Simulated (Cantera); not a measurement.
Input (Python, Cantera) and output of one run.

```python
import numpy as np
import cantera as ct

gas_names = """
    AL ALCL ALCL2 ALCL3 ALO ALOCL ALO2 AL2 AL2CL6 AL2O AL2O2 CL CLO CL2 O O2 O3
""".split()
cond_names = """
    AL(cr) AL(L) ALCL3(s) ALCL3(L) AL2O3(a) AL2O3(L)
""".split()


# ... load() reads the species with a 1 bar reference pressure and builds the phases ...
atoms = {
    'Al2O3': {'AL': 2, 'O': 3},
    'Cl2': {'CL': 2},
    'O2': {'O': 2},
}
top_T = {}  # K; cautious upper limits of use, not melting points


# ... equilibrate(T, P, feed) seeds the gas with the atoms and calls Mixture.equilibrate('TP', solver="vcs", rtol=1e-11, max_steps=5000) ...
results = []
feed = {'Al2O3': 1, 'Cl2': 34, 'O2': 3.1}  # mol
P = 9000  # Pa
for T in [1198, 1248, 1298, 1348, 1398, 1448, 1498, 1548, 1598, 1648, 1698, 1748, 1798, 1848]:
    mix = equilibrate(T, P, feed)
    results.append((T, P, feed, dict(zip(mix.species_names, mix.species_moles))))

top = {s: max(r[3][s] / sum(r[3][g] for g in gas_names) for r in results) for s in gas_names}
cols = sorted((s for s in top if top[s] > 0.0001), key=lambda s: -top[s])[:6]
seen = [c for c in cond_names if any(r[3].get(c, 0) > 1e-12 for r in results)]
print("log10 of partial pressures in bar; condensed amounts in mol")
print(f"{'T/K':>10s}" + "".join(f"{s[:9]:>10s}" for s in cols + seen))
for T, P, feed, n in results:
    ng = sum(n[g] for g in gas_names)
    print(f"{T:10.4g}" + "".join(f"{np.log10(max(n[s] / ng * P / 1e5, 1e-99)):10.3f}" for s in cols)
          + "".join(f"{n.get(c, 0):10.4g}" for c in seen))
```

Result:

```
log10 of partial pressures in bar; condensed amounts in mol
       T/K       CL2        CL        O2     ALCL3       CLO         O  AL2O3(a)
      1198    -1.090    -2.880    -2.127    -5.576    -5.347    -8.683    0.9994
      1248    -1.095    -2.664    -2.129    -5.152    -5.172    -8.241    0.9985
      1298    -1.101    -2.465    -2.132    -4.764    -5.012    -7.834    0.9964
      1348    -1.111    -2.283    -2.135    -4.410    -4.867    -7.457    0.9917
      1398    -1.125    -2.116    -2.140    -4.089    -4.734    -7.107    0.9825
      1448    -1.144    -1.963    -2.145    -3.800    -4.615    -6.782    0.9652
      1498    -1.170    -1.824    -2.149    -3.542    -4.507    -6.479    0.9354
      1548    -1.204    -1.700    -2.154    -3.317    -4.411    -6.194    0.8881
      1598    -1.248    -1.588    -2.157    -3.126    -4.327    -5.927    0.8194
      1648    -1.304    -1.491    -2.159    -2.968    -4.255    -5.676    0.7288
      1698    -1.372    -1.407    -2.162    -2.845    -4.195    -5.440    0.6212
      1748    -1.453    -1.336    -2.165    -2.753    -4.147    -5.217    0.5072
      1798    -1.547    -1.278    -2.170    -2.691    -4.112    -5.008    0.4007
      1848    -1.652    -1.231    -2.178    -2.655    -4.088    -4.812    0.3153
```

These are equilibrium values from Cantera (NASA tables, ideal gas, pure condensed phases), not measurements of a reactor.
